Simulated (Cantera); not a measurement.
## Diamond growth

A diamond (100) surface in a fixed gas of H2 with x(CH4) = 0.0051, x(CH3) = 0.0016, at 1025 K, 12000 Pa; coverages are run to steady state.

Computed with Cantera and the Harris–Goodwin 1993 mechanism for the reconstructed diamond (100) surface.

| x(H) | growth (µm/h) | θ c6HH | θ c6H* | θ c6*H | θ c6** | θ c6HM |
|---|---|---|---|---|---|---|
| 0.0001 | 7.42 | 0.175 | 0.00465 | 0.0889 | 0.000446 | 0.521 |
| 0.00024 | 16.3 | 0.205 | 0.00621 | 0.119 | 0.00115 | 0.476 |
| 0.00056 | 31.9 | 0.265 | 0.00868 | 0.166 | 0.00262 | 0.397 |
| 0.0013 | 53.9 | 0.349 | 0.0120 | 0.229 | 0.00492 | 0.288 |
| 0.0031 | 77.7 | 0.438 | 0.0154 | 0.294 | 0.00755 | 0.174 |
| 0.0074 | 95.5 | 0.504 | 0.0181 | 0.342 | 0.00957 | 0.0895 |
| 0.017 | 106 | 0.540 | 0.0197 | 0.369 | 0.0107 | 0.0430 |
| 0.041 | 111 | 0.559 | 0.0210 | 0.382 | 0.0114 | 0.0188 |
| 0.097 | 114 | 0.567 | 0.0228 | 0.387 | 0.0119 | 0.00816 |
θ: site fractions in the mechanism's names (c6HH fully hydrogenated, c6H* and c6*H radical sites, c6** diradical, c6HM methylated).
